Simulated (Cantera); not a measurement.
A Cantera script and its output.

```python
import numpy as np
import cantera as ct

gas = ct.Solution("gri30.yaml")
gas.TPX = 1075, 2800, {'H2': 0.11, 'O2': 1, 'N2': 0.0029}
reactor = ct.IdealGasConstPressureReactor(gas, energy="off", clone=False)
net = ct.ReactorNet([reactor])
net.rtol, net.atol = 1e-08, 1e-18
show = ['H2', 'O2', 'H', 'OH', 'H2O', 'H2O2']
times = np.geomspace(0.0001, 4, 11)

steps = ct.SolutionArray(gas, extra=["t"])
rows = []
print(f"{'t/s':>10s}{'T/K':>9s}{'P/Pa':>11s}" + "".join(f"{s:>11s}" for s in show))
for t in times:
    while net.time < t:
        t_next = net.step()
        steps.append(gas.state, t=t_next)
    rows.append([np.interp(t, steps.t, y) for y in (steps.T, steps.P, *steps(*show).X.T)])
    print(f"{t:10.3e}{rows[-1][0]:9.1f}{rows[-1][1]:11.4g}" + "".join(f"{x:11.3e}" for x in rows[-1][2:]))
rate = np.gradient(steps.T, steps.t)
print("integrator steps:", len(steps.t))
if steps.T.max() > steps.T[0] + 200:
    print(f"time of steepest temperature rise: {steps.t[rate.argmax()]:.4e} s")
gas.TPX = 1075, 2800, {'H2': 0.11, 'O2': 1, 'N2': 0.0029}
gas.equilibrate("TP")
print(f"equilibrium (TP): T = {gas.T:.1f} K  " + "  ".join(f"{s} {gas[s].X[0]:.3e}" for s in show))
```

It prints:

```
       t/s      T/K       P/Pa         H2         O2          H         OH        H2O       H2O2
 1.000e-04   1075.0       2800  9.884e-02  8.986e-01  1.283e-09  5.791e-10  1.082e-09  3.087e-13
 2.885e-04   1075.0       2800  9.884e-02  8.986e-01  1.791e-08  9.408e-09  3.308e-08  2.685e-12
 8.326e-04   1075.0       2800  9.878e-02  8.985e-01  2.200e-05  1.168e-05  4.543e-05  2.542e-10
 2.402e-03   1075.0       2800  3.720e-03  8.543e-01  2.034e-02  4.118e-03  8.456e-02  4.702e-07
 6.931e-03   1075.0       2800  8.305e-04  8.833e-01  2.476e-03  1.851e-03  1.002e-01  4.526e-07
 2.000e-02   1075.0       2800  1.043e-04  8.919e-01  1.035e-04  6.158e-04  1.034e-01  3.436e-07
 5.771e-02   1075.0       2800  1.148e-05  8.931e-01  4.144e-06  2.108e-04  1.038e-01  1.711e-07
 1.665e-01   1075.0       2800  1.570e-06  8.932e-01  2.516e-07  8.334e-05  1.039e-01  6.739e-08
 4.804e-01   1075.0       2800  2.914e-07  8.933e-01  2.374e-08  3.799e-05  1.040e-01  2.494e-08
 1.386e+00   1075.0       2800  6.916e-08  8.933e-01  3.050e-09  1.916e-05  1.040e-01  9.082e-09
 4.000e+00   1075.0       2800  1.917e-08  8.933e-01  4.730e-10  1.028e-05  1.040e-01  3.270e-09
integrator steps: 1612
equilibrium (TP): T = 1075.0 K  H2 4.637e-10  O2 8.933e-01  H 1.901e-12  OH 1.615e-06  H2O 1.040e-01  H2O2 1.133e-10
```

Model: GRI-Mech 3.0 (53 species, 325 reactions), integrated in Cantera. Radical loss at walls, strong at low pressure, is not modelled. The temperature is held fixed by assumption; the heat of reaction is taken as removed at once.
